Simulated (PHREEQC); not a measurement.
Solution (25 °C): 9.9 mmol/kgw KH2PO4 and 19 mmol/kgw Na2CO3. Closed to the air; pH follows from the charge balance.

Computed with PHREEQC (ion-association model, wateq4f.dat).

Each row changes one thing in this solution. No solid was allowed to form.

```
case                                     pH  ionic strength (mol/kgw)  HCO3- (mol/kgw)  HPO4-2 (mol/kgw)  CO3-2 (mol/kgw)  NaCO3- (mol/kgw)  SI of Nahcolite (NaHCO3)  SI of Natron (Na2CO3:10H2O)
------------------------------------  -----  ------------------------  ---------------  ----------------  ---------------  ----------------  ------------------------  ---------------------------
as made                                9.90                    0.0620          0.00995           0.00943          0.00690           0.00202                     -3.08                        -4.29
KH2PO4 from 0.0099 to 0.0198 mol/kgw   8.20                    0.0750           0.0182            0.0181         0.000260           7.50e-5                     -2.81                        -5.71
diluted 5-fold with water             10.05                    0.0129          0.00211           0.00194          0.00154          0.000137                     -4.35                        -6.05
diluted 100-fold with water            9.70                  0.000617         0.000151           9.84e-5          3.88e-5           2.46e-7                     -6.72                       -10.01
diluted 10-fold with water            10.05                   0.00649          0.00112          0.000975         0.000745           3.74e-5                     -4.90                        -6.89
0.00025 mol/kgw H3PO4 added            9.86                    0.0619           0.0104           0.00968          0.00652           0.00191                     -3.06                        -4.31
Na2CO3 from 0.019 to 0.0285 mol/kgw   10.15                    0.0842           0.0101           0.00927           0.0132           0.00508                     -2.94                        -3.75
```

H3PO4, which wateq4f.dat lacks, is added to it with the constant of phreeqc.dat.
